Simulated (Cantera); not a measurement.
**SiO2 + CH4 + CO (carbothermic reduction)**

Feed: 1 mol SiO2, a varied amount of CH4, 0.053 mol CO, equilibrated at 875 K and 1.00 bar.

Cantera equilibrium calculation (NASA polynomials, part measured and part estimated; ideal gas, pure solids and liquids). Candidate condensed phases: C, C6H6, C7H8, C8H18, H2O, Si, SiC, SiO2; 123 gas species. The numbers say what is thermodynamically allowed, not how fast it happens.

```
n(CH4) (mol)   x H2  x CH4    x H2O     x CO     x CO2  n C(graphite)  n SiO2(β-quartz)
------------  -----  -----  -------  -------  --------  -------------  ----------------
0.34          0.699  0.213   0.0611   0.0215   0.00495          0.256              1.00
0.83          0.730  0.232   0.0278  0.00935  0.000939          0.553              1.00
1.3           0.738  0.238   0.0182  0.00607  0.000396          0.838              1.00
1.8           0.742  0.240   0.0134  0.00442  0.000210           1.14              1.00
2.3           0.744  0.242   0.0105  0.00347  0.000130           1.44              1.00
2.8           0.746  0.243  0.00870  0.00286   8.80e-5           1.74              1.00
3.3           0.747  0.243  0.00740  0.00243   6.37e-5           2.05              1.00
3.7           0.747  0.244  0.00662  0.00217   5.08e-5           2.29              1.00
```
x: gas mole fraction; n: condensed amount in mol.

From 0.34 mol CH4 to 3.7 mol CH4 the condensed part is C(graphite) + SiO2(β-quartz).
